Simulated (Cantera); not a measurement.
Titanium nitride, carbide and oxide coatings: Ti + C3H8 + H2

Input: 1 mol Ti, 1.1 mol C3H8, 7.6 mol H2, equilibrated at 0.00133 bar.

These are equilibrium values from Cantera (NASA tables, ideal gas, pure condensed phases), not measurements of a reactor. Candidate condensed phases: C, C6H6, C7H8, C8H18, Ti, TiC; 77 gas species. TiC: taken at fixed stoichiometry. The numbers say what is thermodynamically allowed, not how fast it happens.

From 1075 K to 2075 K the condensed part is C(graphite) + TiC(s).

| T (K) | x H2 | x H | x C2H2 (acetylene) | x CH4 | n C(graphite) | n TiC(s) |
|---|---|---|---|---|---|---|
| 1075 | 1.000 | 4.02e-7 | 7.52e-9 | 6.01e-5 | 2.30 | 1.00 |
| 1175 | 1.000 | 3.36e-6 | 6.37e-8 | 2.55e-5 | 2.30 | 1.00 |
| 1275 | 1.000 | 2.02e-5 | 3.84e-7 | 1.24e-5 | 2.30 | 1.00 |
| 1375 | 1.000 | 9.38e-5 | 1.78e-6 | 6.63e-6 | 2.30 | 1.00 |
| 1475 | 1.000 | 0.000355 | 6.67e-6 | 3.87e-6 | 2.30 | 1.00 |
| 1575 | 0.999 | 0.00114 | 2.11e-5 | 2.42e-6 | 2.30 | 1.00 |
| 1675 | 0.997 | 0.00317 | 5.79e-5 | 1.60e-6 | 2.30 | 1.00 |
| 1775 | 0.992 | 0.00789 | 0.000141 | 1.10e-6 | 2.30 | 1.00 |
| 1875 | 0.982 | 0.0178 | 0.000311 | 7.79e-7 | 2.29 | 1.000 |
| 1975 | 0.963 | 0.0368 | 0.000625 | 5.61e-7 | 2.28 | 1.000 |
| 2075 | 0.929 | 0.0703 | 0.00115 | 4.03e-7 | 2.27 | 1.000 |
x: gas mole fraction; n: condensed amount in mol.
